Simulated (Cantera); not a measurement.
A perfectly stirred reactor is fed with CH₄ : CO₂ : H₂ = 1 : 0.34 : 0.094 (molar parts), at 7.70 bar; it is held at 2073 K, and followed from long to short residence time.

Computed with Cantera and GRI-Mech 3.0 (53 species, 325 reactions). GRI-Mech 3.0 stops at C3 and has no aromatics, soot or wall deposition, so with more carbon than oxygen in the feed, carbon stays in small species such as C2H2 where larger ones or solid carbon would form.

x: mole fraction; the columns are a selection and need not sum to one.

```tsv
τ (s)	x CH₄	x CO₂	x H₂	x O	x O₂	x CH₃	x C₂H₄
13	0.0127	4.76e-6	0.623	3.03e-12	<1e-12	0.000299	0.00243
2.2	0.0128	2.46e-5	0.623	1.28e-11	<1e-12	0.000302	0.00243
0.35	0.0134	0.000149	0.621	7.40e-11	<1e-12	0.000317	0.00244
0.055	0.0168	0.000874	0.613	4.19e-10	2.49e-12	0.000398	0.00249
0.0089	[?]	[?]	0.581	[?]	4.53e-11	[?]	[?]
0.0014	0.0608	0.0155	0.514	3.90e-9	3.00e-10	0.00150	0.00333
0.00023	[?]	[?]	[?]	[?]	5.85e-10	[?]	[?]
```

Problem. Complete the blanks.

Solution. 
- 0.0089, x CH₄: 0.0289
- 0.0089, x CO₂: 0.00406
- 0.0089, x O: 1.70e-9
- 0.0089, x CH₃: 0.000695
- 0.0089, x C₂H₄: 0.00271
- 0.00023, x CH₄: 0.138
- 0.00023, x CO₂: 0.0588
- 0.00023, x H₂: 0.445
- 0.00023, x O: 4.82e-9
- 0.00023, x CH₃: 0.00337
- 0.00023, x C₂H₄: 0.00560
